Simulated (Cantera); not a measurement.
Charge: 1 mol CO₂, 4.4 mol H₂O, 0.041 mol O₂, at 2298 K and 32.0 bar.

Method: chemical equilibrium by Gibbs-energy minimisation in Cantera with the NASA 1993 tables (ideal gas, pure condensed phases). Candidate condensed phases: C, C₆H₆, C₇H₈, C₈H₁₈, H₂O; 110 gas species. The ideal-gas law is rough above about 30 bar. Rates play no part.

What is the equilibrium state?


```
Property                                   Result
--------------------------------------  ---------
x(H₂O)                                      0.800
x(CO₂)                                      0.179
x(O₂)                                     0.00978
x(OH)                                     0.00402
x(CO)                                     0.00368
x(H₂)                                     0.00293
x(H)                                      9.17e-5
x(O)                                      8.58e-5
x(HO₂)                                    5.47e-6
gas amount                              5.465 mol
log10 activity of C(graphite) (absent)      -7.74
```
